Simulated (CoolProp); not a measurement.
Values from CoolProp's reference Helmholtz-energy equation of state, Gedanitz 2015.

For cyclopentane, give the phase and the Z, cv (kJ/(kg K)), conductivity (mW/(m K)) at 276.85 °C and 40700 kPa.


- 276.85 °C and 40700 kPa: supercritical; Z 1.09, cv 2.34, conductivity 94.9

Thermal conductivity comes from a separate model (Vassiliou 2015).
